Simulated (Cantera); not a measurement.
Feed: 1 mol Fe, 1.9 mol SO2, 230 mol N2, 4.3 mol H2O, at 1100 K and 13300 Pa.

Method: chemical equilibrium by Gibbs-energy minimisation in Cantera with the NASA 1993 tables (ideal gas, pure condensed phases). Candidate condensed phases: Fe, FeO, Fe(OH)2, Fe(OH)3, FeS, FeSO4, FeS2, Fe2O3, Fe2(SO4)3, Fe3O4, H2O, H2SO4, S; 38 gas species. Mutual solubility and eutectic melting of coexisting phases are not modelled. FeS: taken at fixed stoichiometry. Gases not in the tables: S3 to S7. Rates play no part.

Base state: N2 0.975, H2O 0.0176, SO2 0.00572, S2 0.000909, H2 0.000419, H2S 0.000234, S2O 1.34e-5 (mole fractions); condensed: FeS(s) + Fe3O4(s).

### Question
What changes in the equilibrium state with this change: pressure from 13300 Pa to 1330 Pa?

### Answer
```tsv
species	before	after
N2	0.975	0.975
H2O	0.0176	0.0173
SO2	0.00572	0.00568
H2	0.000419	0.000771
S2	0.000909	0.00110
SO	5.41e-6	1.01e-5
H2S	0.000234	0.000150
S2O	1.34e-5	8.63e-6
FeS(s), mol	0.0600	0
Fe3O4(s), mol	0.313	0.333
```

### Question
What changes in the equilibrium state with this change: SO2 from 1.9 to 0.036 mol?

### Answer
```csv
species,before,after
N2,0.975,0.982
H2O,0.0176,0.0144
H2,0.000419,0.00382
SO2,0.00572,3.06e-6
S2O,1.34e-5,5.31e-9
S2,0.000909,4.03e-6
H2S,0.000234,0.000142
"FeS(s), mol",0.0600,0
"Fe3O4(s), mol",0.313,0
"FeO(s), mol",0,1.00
```
The tables' stoichiometric FeO is somewhat more stable than real wüstite, so its field is too wide. FeO: taken at fixed stoichiometry.
